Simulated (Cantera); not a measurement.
Cantera run, input and output.

```python
import numpy as np
import cantera as ct

gas = ct.Solution("gri30.yaml")
gas.TPX = 1050, 100000, {'N2O': 1, 'O2': 2.2}
reactor = ct.IdealGasConstPressureReactor(gas, energy="off", clone=False)
net = ct.ReactorNet([reactor])
net.rtol, net.atol = 1e-08, 1e-18
show = ['N2O', 'O2', 'NO2', 'N2', 'NO', 'O']
times = np.geomspace(2e-05, 20, 10)

steps = ct.SolutionArray(gas, extra=["t"])
rows = []
print(f"{'t/s':>10s}{'T/K':>9s}{'P/Pa':>11s}" + "".join(f"{s:>11s}" for s in show))
for t in times:
    while net.time < t:
        t_next = net.step()
        steps.append(gas.state, t=t_next)
    rows.append([np.interp(t, steps.t, y) for y in (steps.T, steps.P, *steps(*show).X.T)])
    print(f"{t:10.3e}{rows[-1][0]:9.1f}{rows[-1][1]:11.4g}" + "".join(f"{x:11.3e}" for x in rows[-1][2:]))
rate = np.gradient(steps.T, steps.t)
print("integrator steps:", len(steps.t))
if steps.T.max() > steps.T[0] + 200:
    print(f"time of steepest temperature rise: {steps.t[rate.argmax()]:.4e} s")
gas.TPX = 1050, 100000, {'N2O': 1, 'O2': 2.2}
gas.equilibrate("TP")
print(f"equilibrium (TP): T = {gas.T:.1f} K  " + "  ".join(f"{s} {gas[s].X[0]:.3e}" for s in show))
```

Result:

```
       t/s      T/K       P/Pa        N2O         O2        NO2         N2         NO          O
 2.000e-05   1050.0      1e+05  3.125e-01  6.875e-01  4.242e-16  8.558e-08  1.813e-09  5.228e-08
 9.283e-05   1050.0      1e+05  3.125e-01  6.875e-01  6.329e-14  5.236e-07  2.256e-08  1.092e-07
 4.309e-04   1050.0      1e+05  3.125e-01  6.875e-01  2.641e-12  2.800e-06  1.461e-07  1.166e-07
 2.000e-03   1050.0      1e+05  3.125e-01  6.875e-01  6.457e-11  1.340e-05  7.229e-07  1.166e-07
 9.283e-03   1050.0      1e+05  3.124e-01  6.875e-01  1.410e-09  6.258e-05  3.399e-06  1.166e-07
 4.309e-02   1050.0      1e+05  3.122e-01  6.875e-01  2.863e-08  2.907e-04  1.579e-05  1.165e-07
 2.000e-01   1050.0      1e+05  3.109e-01  6.877e-01  4.655e-07  1.346e-03  7.275e-05  1.163e-07
 9.283e-01   1050.0      1e+05  3.052e-01  6.883e-01  4.200e-06  6.165e-03  3.301e-04  1.148e-07
 4.309e+00   1050.0      1e+05  2.806e-01  6.911e-01  2.121e-05  2.690e-02  1.415e-03  1.080e-07
 2.000e+01   1050.0      1e+05  1.970e-01  7.007e-01  7.494e-05  9.746e-02  4.812e-03  8.387e-08
integrator steps: 538
equilibrium (TP): T = 1050.0 K  N2O 2.660e-09  O2 7.297e-01  NO2 4.160e-06  N2 2.702e-01  NO 5.797e-05  O 5.750e-10
```

Detailed kinetics in Cantera: GRI-Mech 3.0 (53 species, 325 reactions). GRI-Mech 3.0 was tuned for natural gas; its chemistry of N2O as a main component is partial and can be far from experiment. The mechanism lacks the step 2 NO + O2 → 2 NO2, which can matter for NO2 below about 1400 K. The temperature is held fixed by assumption; the heat of reaction is taken as removed at once.
